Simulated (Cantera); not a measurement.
Cantera run:

```python
import numpy as np
import cantera as ct

gas_names = """
    CL CL2 H HCL H2 Si SiCL SiCL2 SiCL3 SiCL4 SiH SiHCL3 SiH2 SiH2CL2 SiH3 SiH3CL SiH4 Si2 Si3
""".split()
cond_names = """
    Si(cr) Si(L)
""".split()


# ... load() reads the species with a 1 bar reference pressure and builds the phases ...
atoms = {
    'Si2Cl6': {'Si': 2, 'CL': 6},
    'Cl2': {'CL': 2},
    'H2': {'H': 2},
}
top_T = {}  # K; cautious upper limits of use, not melting points


# ... equilibrate(T, P, feed) seeds the gas with the atoms and calls Mixture.equilibrate('TP', solver="vcs", rtol=1e-11, max_steps=5000) ...
results = []
feed = {'Si2Cl6': 1, 'Cl2': 0.019, 'H2': 89}  # mol
T = 825  # K
for P in [100, 260, 670, 1700, 4500, 12000, 30000, 77000, 200000]:
    mix = equilibrate(T, P, feed)
    results.append((T, P, feed, dict(zip(mix.species_names, mix.species_moles))))

top = {s: max(r[3][s] / sum(r[3][g] for g in gas_names) for r in results) for s in gas_names}
cols = sorted((s for s in top if top[s] > 0.001), key=lambda s: -top[s])[:6]
seen = [c for c in cond_names if any(r[3].get(c, 0) > 1e-12 for r in results)]
print("log10 of partial pressures in bar; condensed amounts in mol")
print(f"{'P/Pa':>10s}" + "".join(f"{s[:9]:>10s}" for s in cols + seen))
for T, P, feed, n in results:
    ng = sum(n[g] for g in gas_names)
    print(f"{P:10.4g}" + "".join(f"{np.log10(max(n[s] / ng * P / 1e5, 1e-99)):10.3f}" for s in cols)
          + "".join(f"{n.get(c, 0):10.4g}" for c in seen))
```

It prints:

```
log10 of partial pressures in bar; condensed amounts in mol
      P/Pa        H2     SiCL4    SiHCL3       HCL   SiH2CL2    Si(cr)
       100    -3.010    -4.883    -5.623    -5.178    -7.436    0.5811
       260    -2.594    -4.471    -5.106    -4.867    -6.815    0.5349
       670    -2.183    -4.069    -4.599    -4.561    -6.202     0.492
      1700    -1.778    -3.680    -4.105    -4.261    -5.603    0.4507
      4500    -1.356    -3.280    -3.593    -3.950    -4.980     0.407
   1.2e+04    -0.930    -2.885    -3.084    -3.638    -4.357    0.3611
     3e+04    -0.532    -2.524    -2.615    -3.349    -3.779    0.3152
   7.7e+04    -0.122    -2.163    -2.139    -3.054    -3.189    0.2641
     2e+05     0.292    -1.808    -1.666    -2.758    -2.597    0.2072
```

These are equilibrium values from Cantera (NASA tables, ideal gas, pure condensed phases), not measurements of a reactor. The feed counts by its element totals alone. The tables' values for SiCl3 are old estimates; treat these amounts as uncertain.
